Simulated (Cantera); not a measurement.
Feed: 1 mol Al, 2.2 mol I2, 0.96 mol H2, at 1298 K and 86.0 mbar.

These are equilibrium values from Cantera (NASA tables, ideal gas, pure condensed phases), not measurements of a reactor. Candidate condensed phases: Al, AlI3, I2; 11 gas species. Equilibrium is a limit: real reactors are often held back by kinetics, nucleation or transport.

Base state: AlI3 0.339, HI 0.247, H2 0.202, I 0.197, I2 0.0153, AlI 0.000166 (mole fractions); condensed: gas only.

**Question.** What changes in the equilibrium state with this change: I2 from 2.2 to 1.2 mol?

**Answer.** 
```json
[
 {"species": "H2", "before": "0.202", "after": "0.478"},
 {"species": "AlI3", "before": "0.339", "after": "0.343"},
 {"species": "AlI", "before": "0.000166", "after": "0.160"},
 {"species": "HI", "before": "0.247", "after": "0.0123"},
 {"species": "I", "before": "0.197", "after": "0.00637"},
 {"species": "I2", "before": "0.0153", "after": "1.60e-5"}
]
```

**Question.** What changes in the equilibrium state with this change: 0.19 mol NH3 added?

**Answer.** 
```csv
species,before,after
AlI3,0.339,0.301
H2,0.202,0.258
HI,0.247,0.235
I,0.197,0.166
N2,0,0.0287
I2,0.0153,0.0108
AlI,0.000166,0.000208
```
Further candidate phases: AlN.

**Question.** What changes in the equilibrium state with this change: pressure from 86.0 mbar to 1.33 mbar?

**Answer.** 
| species | before | after |
|---|---|---|
| I | 0.197 | 0.445 |
| H2 | 0.202 | 0.217 |
| AlI3 | 0.339 | 0.189 |
| HI | 0.247 | 0.0722 |
| AlI | 0.000166 | 0.0752 |
| I2 | 0.0153 | 0.00121 |
| H | 1.64e-6 | 1.37e-5 |
